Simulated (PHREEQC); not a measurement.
## Alkaline etch or developer: an equilibrium model

Dissolve 0.13 mol NaOH, 0.053 mol NaAlO2 and 5.4e-05 mol Na2CO3 per kg of water at 25 °C. Closed to the air; pH follows from the charge balance.

All values are PHREEQC results (ion-association model, phreeqc.dat), not measurements.

Each row changes one thing in this solution. This is a speciation only: nothing precipitates in the calculation.

```json
[
 {"case": "as made", "pH": "12.96", "ionic strength (mol/kgw)": "0.183"},
 {"case": "NaAlO2 left out", "pH": "12.98", "ionic strength (mol/kgw)": "0.130"},
 {"case": "Na2CO3 replaced by NaHF2 at the same molality", "pH": "12.96", "ionic strength (mol/kgw)": "0.183"},
 {"case": "Na2CO3 left out", "pH": "12.96", "ionic strength (mol/kgw)": "0.183"}
]
```

Some of these states are supersaturated (in Gibbsite (slow to form), for instance).
